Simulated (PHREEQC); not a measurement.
## Metal-bearing waste water

Dissolve 0.019 mol/kgw CuSO4, 0.00046 mol/kgw H2SO4 and 0.0026 mol/kgw Na2SO4 at 25 °C. Closed to the air; pH follows from the charge balance.

Model: ion-association model, phreeqc.dat, run in PHREEQC.

This is a speciation only: nothing precipitates in the calculation.

Predict the pH, ionic strength, specific conductance.

pH 3.33; ionic strength 0.0554 mol/kgw; specific conductance 3100 µS/cm.

In which forms is Cu present?

Cu+2 62 %, CuSO4 38 % of the Cu.
